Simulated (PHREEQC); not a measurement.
**Leach liquor: an equilibrium model**

Dissolve 0.29 mol/kgw H2SO4, 0.00018 mol/kgw LiCl and 0.00021 mol/kgw Na2SO4 at 20 °C. Closed to the air; pH follows from the charge balance.

The numbers come from PHREEQC with the ion-association model, phreeqc.dat.

| Quantity | Result |
|---|---|
| pH | 0.60 |
| ionic strength | 0.362 mol/kgw |
| activity of water | 0.990 |
| specific conductance | 86400 µS/cm |
| density | 1.016 g/cm³ |
| total alkalinity | -580 meq/kg |

| species | molality | activity | log γ |
|---|---|---|---|
| H+ | 0.326 | 0.253 | -0.110 |
| HSO4- | 0.254 | 0.186 | -0.135 |
| SO4-2 | 0.0358 | 0.00844 | -0.627 |
| Na+ | 0.000403 | 0.000293 | -0.139 |
| Cl- | 0.000180 | 0.000121 | -0.171 |
| Li+ | 0.000173 | 0.000126 | -0.139 |
| NaSO4- | 1.68e-5 | 1.20e-5 | -0.147 |
| LiSO4- | 6.59e-6 | 4.63e-6 | -0.153 |

Precipitation was switched off in this run. Complexes and solids missing from the database can't appear.
